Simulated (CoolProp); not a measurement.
Vapour-liquid equilibrium of R134a (1) + R123 (2) at 802 kPa; x and y are mole fractions of (1).

Model: multi-fluid Helmholtz-energy mixture model, Tillner-Roth 1994 and Younglove 1994; pair parameters Bell 2016, in CoolProp.

Task: Give the bubble temperature and the first vapour's composition at x = 0.2, 0.425, 0.875. Is there an azeotrope?

Result: x = 0.2: 346.2 K, y = 0.539; x = 0.425: 327.6 K, y = 0.781; x = 0.875: 308.5 K, y = 0.963. No azeotrope shows between x = 0.05 and 0.95.

Pair parameters are fitted to limited data, so mixtures are less certain than the pure fluids.
